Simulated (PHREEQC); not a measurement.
# Buffer (model solution)

Consider water at 25 °C with 6.5 mmol/kgw H3BO3 and 0.65 mmol/kgw NaOH. Closed to the air; pH follows from the charge balance.

Model: ion-association model, wateq4f.dat, run in PHREEQC.

Each row changes one thing in this solution. This is a speciation only: nothing precipitates in the calculation.

| case | pH | ionic strength (mol/kgw) | H3BO3 (mol/kgw) | H2BO3- (mol/kgw) |
|---|---|---|---|---|
| as made | 8.27 | 0.000650 | 0.00585 | 0.000648 |
| diluted 10-fold with water | 8.27 | 6.50e-5 | 0.000587 | 6.31e-5 |
| H3BO3 replaced by HBF4 at the same molality | 2.31 | 0.00598 | 0.00122 | 1.55e-10 |
| 0.0061 mol/kgw H3PO4 added | 2.48 | 0.00419 | 0.00650 | 1.21e-9 |
| diluted 2-fold with water | 8.27 | … | 0.00293 | 0.000323 |
| NaOH left out | 5.71 | 1.94e-6 | 0.00650 | 1.93e-6 |
| H3BO3 from 0.0065 to 0.00975 mol/kgw | 8.08 | 0.000650 | … | 0.000649 |

Problem. Some entries are withheld; supply them.

Solution. 
- diluted 2-fold with water, ionic strength (mol/kgw): 0.000325
- H3BO3 from 0.0065 to 0.00975 mol/kgw, H3BO3 (mol/kgw): 0.00910

Species that the database lacks are ignored. Real BF4- forms and hydrolyses slowly; the run takes it at equilibrium.
